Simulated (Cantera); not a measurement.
## NO annealing gas

An isothermal, constant-pressure homogeneous reactor starts with 15.6 % NO, 84.4 % N2, at 1623 K and 0.0380 bar.

Computed with Cantera and GRI-Mech 3.0 (53 species, 325 reactions). Radical loss at walls, strong at low pressure, is not modelled.

```csv
t (s),x NO,x O,x N2O,x NO2,x O2
0.000400,0.156,1.47e-8,1.48e-8,1.15e-10,2.83e-12
0.00110,0.156,3.98e-8,4.05e-8,8.56e-10,2.11e-11
0.00301,0.156,1.06e-7,1.11e-7,6.23e-9,1.56e-10
0.00826,0.156,2.67e-7,3.00e-7,4.32e-8,1.14e-9
0.0227,0.156,6.11e-7,7.99e-7,2.64e-7,8.57e-9
0.0622,0.156,1.25e-6,2.02e-6,1.25e-6,8.04e-8
0.171,0.156,2.49e-6,4.48e-6,4.12e-6,1.00e-6
0.469,0.156,3.72e-6,7.46e-6,7.24e-6,9.24e-6
1.29,0.156,4.00e-6,8.54e-6,7.86e-6,4.13e-5
3.53,0.156,4.13e-6,8.55e-6,8.17e-6,0.000132
9.68,0.155,4.43e-6,8.48e-6,8.93e-6,0.000381
26.6,0.154,5.17e-6,8.31e-6,1.07e-5,0.00106
72.9,0.150,6.75e-6,7.85e-6,1.45e-5,0.00293
200,0.140,9.72e-6,6.76e-6,2.05e-5,0.00789
```
x: mole fraction; the columns are a selection and need not sum to one.

Equilibrium at this temperature and pressure: NO 0.00141, O 2.73e-5, N2O 1.76e-8, NO2 6.29e-7, O2 0.0774 (gas phase only).
